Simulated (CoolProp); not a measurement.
Vapour-liquid equilibrium of propane (1) + neopentane (2) at 305.4 K; x and y are mole fractions of (1).

Computed with CoolProp (multi-fluid Helmholtz-energy mixture model, Lemmon 2009 and Lemmon 2006; pair parameters Bell 2016).

Q: Give the bubble pressure and the first vapour's composition at x = 0.05, 0.75, 0.95. Is there an azeotrope?

A: x = 0.05: 237.3 kPa, y = 0.132; x = 0.75: 795.5 kPa, y = 0.940; x = 0.95: 1073 kPa, y = 0.993. No azeotrope shows between x = 0.05 and 0.95.

Pair parameters are fitted to limited data, so mixtures are less certain than the pure fluids.
